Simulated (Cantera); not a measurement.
An isothermal, constant-pressure homogeneous reactor starts with H₂ : O₂ = 0.014 : 1 (molar parts), equivalence ratio 0.0070, at 1098 K and 1.58 Torr.

Detailed kinetics in Cantera: the H2/O2 subset of GRI-Mech 3.0, which has no nitrogen chemistry. Radical loss at walls, strong at low pressure, is not modelled.

x: mole fraction; the columns are a selection and need not sum to one.

| t (s) | x H₂ | x O₂ | x H | x H₂O | x HO₂ | x O |
|---|---|---|---|---|---|---|
| 3.00e-5 | 0.0138 | 0.986 | 6.92e-12 | <1e-12 | 7.16e-12 | <1e-12 |
| 7.27e-5 | 0.0138 | 0.986 | 1.60e-11 | <1e-12 | 1.74e-11 | 1.33e-12 |
| 0.000176 | 0.0138 | 0.986 | 3.50e-11 | <1e-12 | 4.21e-11 | 7.27e-12 |
| 0.000428 | 0.0138 | 0.986 | 6.86e-11 | 2.97e-12 | 1.02e-10 | 3.63e-11 |
| 0.00104 | 0.0138 | 0.986 | 1.19e-10 | 3.18e-11 | 2.47e-10 | 1.60e-10 |
| 0.00251 | 0.0138 | 0.986 | 2.29e-10 | 2.91e-10 | 6.00e-10 | 6.61e-10 |
| 0.00609 | 0.0138 | 0.986 | 7.59e-10 | 2.82e-9 | 1.46e-9 | 3.51e-9 |
| 0.0148 | 0.0138 | 0.986 | 9.74e-9 | 5.98e-8 | 3.58e-9 | 5.35e-8 |
| 0.0358 | 0.0138 | 0.986 | [?] | [?] | [?] | [?] |
| 0.0868 | 0.000340 | 0.974 | 0.00150 | 0.0121 | 3.81e-7 | 0.0104 |
| 0.211 | 7.88e-5 | 0.974 | 0.00102 | 0.0128 | 2.93e-7 | 0.0110 |
| 0.510 | 7.18e-5 | 0.975 | 0.000883 | 0.0129 | 2.83e-7 | 0.00998 |
| 1.24 | 5.82e-5 | 0.978 | 0.000636 | 0.0131 | 2.61e-7 | 0.00800 |
| 3.00 | 3.72e-5 | 0.981 | 0.000319 | 0.0134 | 2.17e-7 | 0.00503 |

Question: Some entries are withheld; supply them.

Answer: 
- 0.0358, x H: 4.06e-6
- 0.0358, x H₂O: 2.66e-5
- 0.0358, x HO₂: 3.32e-8
- 0.0358, x O: 2.26e-5
